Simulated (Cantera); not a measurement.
**Aluminium and copper etching: Al + Br₂ + N₂**

Feed: 1 mol Al, 1.4 mol Br₂, 15 mol N₂, equilibrated at 750 Torr.

These are equilibrium values from Cantera (NASA tables, ideal gas, pure condensed phases), not measurements of a reactor. Candidate condensed phases: Al, AlBr₃, AlN, Br₂; 10 gas species. Equilibrium is a limit: real reactors are often held back by kinetics, nucleation or transport.

| T (K) | log p N₂ | log p AlBr₃ | log p Al₂Br₆ | log p Br | log p Br₂ | n AlN(s) |
|---|---|---|---|---|---|---|
| 423 | -0.01 | -4.00 | -1.52 | <-12 | <-12 | 0.0667 |
| 498 | -0.01 | -2.95 | -1.53 | <-12 | <-12 | 0.0667 |
| 573 | -0.01 | -2.20 | -1.57 | -11.99 | -11.90 | 0.0667 |
| 648 | -0.02 | -1.69 | -1.71 | -10.30 | -10.58 | 0.0667 |
| 723 | -0.02 | -1.39 | -2.03 | -9.00 | -9.61 | 0.0667 |
| 798 | -0.03 | -1.27 | -2.54 | -7.99 | -8.91 | 0.0667 |
| 873 | -0.03 | -1.24 | -3.08 | -7.17 | -8.36 | 0.0667 |
| 948 | -0.03 | -1.24 | -3.57 | -6.48 | -7.91 | 0.0667 |
log p: log10 of the partial pressure in bar; n: condensed amount in mol.

From 423 K to 948 K the condensed part is AlN(s). The main Al-bearing gas is Al₂Br₆ at 423 K and AlBr₃ at 948 K.
